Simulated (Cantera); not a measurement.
Input: 1 mol Fe2O3, 2.5 mol CH4, 1.3 mol H2, equilibrated at 74.0 mbar.

These are equilibrium values from Cantera (NASA tables, ideal gas, pure condensed phases), not measurements of a reactor. Candidate condensed phases: C, C6H6, C7H8, C8H18, Fe, Fe(CO)5, FeO, Fe(OH)2, Fe(OH)3, Fe2O3, Fe3O4, H2O; 114 gas species. The numbers say what is thermodynamically allowed, not how fast it happens. All values below are at 1327 °C.

Base state: H2 0.666, CO 0.277, H2O 0.0499, CO2 0.00691, H 0.000163, Fe 1.48e-5 (mole fractions); condensed: Fe(γ).

Question: What changes in the equilibrium state with this change: Fe2O3 replaced by PbO?

Answer: 
```tsv
species	before	after
H2	0.666	0.759
CO	0.277	0.120
Pb	0	0.120
H2O	0.0499	5.91e-6
Fe	1.48e-5	0
CO2	0.00691	3.12e-7
C2H2 (acetylene)	<1e-9	2.09e-5
Pb2	0	1.35e-5
CH4	1.28e-8	6.96e-5
Fe(γ), mol	2.00	0
C(graphite), mol	0	1.50
```
Further candidate phases: Pb, PbO, PbO2, Pb3O4.
